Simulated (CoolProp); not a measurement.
Vapour-liquid equilibrium of p-xylene (1) + n-decane (2) at 0.378 MPa; x and y are mole fractions of (1).

Computed with CoolProp (multi-fluid Helmholtz-energy mixture model, Zhou 2012 and Lemmon 2006; pair parameters Bell 2016).

```csv
x,bubble temperature (K),y at the bubble point,dew temperature at overall composition x (K),liquid density (mol/L)
0.05,504.7,0.089,505.9,3.912
0.2,497.3,0.320,501.2,4.215
0.35,490.6,0.505,496.2,4.547
0.5,484.7,0.656,490.8,4.914
0.65,479.3,0.780,484.9,5.326
0.8,474.5,0.885,478.5,5.791
0.95,470.0,0.973,471.2,6.324
```

No azeotrope shows between x = 0.05 and 0.95.

The pair parameters rest on a limited set of measurements; away from them the model extrapolates.
